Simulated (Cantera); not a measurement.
Feed: 1 mol MgO, 1.3 mol CH4, 0.42 mol CO, equilibrated at 1775 °C and 3.50 bar.

Method: chemical equilibrium by Gibbs-energy minimisation in Cantera with the NASA 1993 tables (ideal gas, pure condensed phases). The tables' values for MgH are old estimates; treat these amounts as uncertain. Kinetics and transport are ignored.

| species | before | after |
|---|---|---|
| H2 | 0.661 | 0.712 |
| CH4 | 0.000572 | 0.131 |
| CO | 0.222 | 0.0889 |
| Mg | 0.112 | <1e-9 |
| H2O | 5.00e-5 | 0.0588 |
| MgH | 0.00273 | <1e-9 |
| H | 0.000973 | 1.97e-9 |
| C2H2 (acetylene) | 0.000693 | 1.57e-9 |
| CO2 | 3.53e-6 | 0.00952 |
| CH3 | 1.66e-5 | 6.32e-9 |
| C(graphite), mol | 0.843 | 1.14 |
| MgO(s), mol | 0.550 | 1.00 |
Gas species are given as mole fractions.

What was changed between the two runs?
A) temperature from 1775 °C to 2125 °C
B) 1.8 mol O2 added
C) temperature from 1775 °C to 752 °C
D) temperature from 1775 °C to 600 °C

C, temperature from 1775 °C to 752 °C
